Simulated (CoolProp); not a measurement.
The numbers come from the reference Helmholtz-energy equation of state, Span 2000 in CoolProp.

Problem. For nitrogen, give the phase and the cp (kJ/(kg K)), viscosity (µPa s), conductivity (mW/(m K)) at 612.65 °C and 4.18 bar.

Solution. 
- 612.65 °C and 4.18 bar: gas; cp 1.14, viscosity 38.4, conductivity 59.9

Viscosity comes from a separate model (Lemmon 2004). Thermal conductivity comes from a separate model (Lemmon 2004).
